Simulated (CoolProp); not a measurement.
R114 along the isobar 3610 kPa: Z from the reference equation and from simpler models built on Tc = 420.6 K, pc = 3352 kPa, ω = 0.252; each cubic takes its own stable root.

Model: reference Helmholtz-energy equation of state, Platzer 1990, in CoolProp. This equation is an older, rougher fit; its heat capacities, sound speeds and derivatives of the liquid may be far off and weren't checked against measurements.

| T (K) | phase | reference | van der Waals | Soave-Redlich-Kwong |
|---|---|---|---|---|
| 294.4 | liquid | 0.1703 | 0.2605 | 0.1758 |
| 298.4 | liquid | 0.1693 | 0.2588 | 0.1749 |
| 302.5 | liquid | 0.1684 | 0.2572 | 0.1741 |
| 306.5 | liquid | 0.1676 | 0.2557 | 0.1733 |
| 310.6 | liquid | 0.1668 | 0.2543 | 0.1727 |
| 314.6 | liquid | 0.1661 | 0.2531 | 0.1722 |
| 318.7 | liquid | 0.1654 | 0.2519 | 0.1717 |
| 322.7 | liquid | 0.1649 | 0.2508 | 0.1713 |
| 326.8 | liquid | 0.1643 | 0.2498 | 0.1711 |
| 330.8 | liquid | 0.1639 | 0.2490 | 0.1709 |
| 334.9 | liquid | 0.1635 | 0.2482 | 0.1708 |
| 338.9 | liquid | 0.1633 | 0.2476 | 0.1709 |
| 343 | liquid | 0.1631 | 0.2471 | 0.1710 |
| 347.1 | liquid | 0.1629 | 0.2467 | 0.1713 |
| 351.1 | liquid | 0.1629 | 0.2465 | 0.1717 |
| 355.2 | liquid | 0.1630 | 0.2464 | 0.1723 |
